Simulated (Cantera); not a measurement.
**Thermodynamics of hydrogen reduction and annealing atmospheres, feed CuO + H₂ + H₂O**

Feed: 1 mol CuO, 170 mol H₂, 0.045 mol H₂O, held at 3.60 bar.

Method: chemical equilibrium by Gibbs-energy minimisation in Cantera with the NASA 1993 tables (ideal gas, pure condensed phases). Candidate condensed phases: Cu, CuO, Cu(OH)₂, Cu₂O, H₂O; 12 gas species. Equilibrium is a limit: real reactors are often held back by kinetics, nucleation or transport.

| T (K) | log p H₂ | log p H₂O | log p H | log p Cu | n Cu(s) | n Cu(l) |
|---|---|---|---|---|---|---|
| 775 | 0.55 | -1.66 | <-11 | <-11 | 1.00 | 0 |
| 825 | 0.55 | -1.66 | -10.82 | <-11 | 1.00 | 0 |
| 875 | 0.55 | -1.66 | -10.02 | <-11 | 1.00 | 0 |
| 925 | 0.55 | -1.66 | -9.31 | <-11 | 1.00 | 0 |
| 975 | 0.55 | -1.66 | -8.66 | -11.25 | 1.00 | 0 |
| 1025 | 0.55 | -1.66 | -8.08 | -10.38 | 1.00 | 0 |
| 1075 | 0.55 | -1.66 | -7.56 | -9.59 | 1.00 | 0 |
| 1125 | 0.55 | -1.66 | -7.08 | -8.87 | 1.00 | 0 |
| 1175 | 0.55 | -1.66 | -6.63 | -8.22 | 1.00 | 0 |
| 1225 | 0.55 | -1.66 | -6.23 | -7.62 | 1.000 | 0 |
| 1275 | 0.55 | -1.66 | -5.86 | -7.06 | 1.000 | 0 |
| 1325 | 0.55 | -1.66 | -5.51 | -6.55 | 1.000 | 0 |
| 1375 | 0.55 | -1.66 | -5.19 | -6.08 | 0 | 1.000 |
log p: log10 of the partial pressure in bar; n: condensed amount in mol.

From 775 K to 1325 K the condensed part is Cu(s). At 1375 K the condensed part is Cu(l).
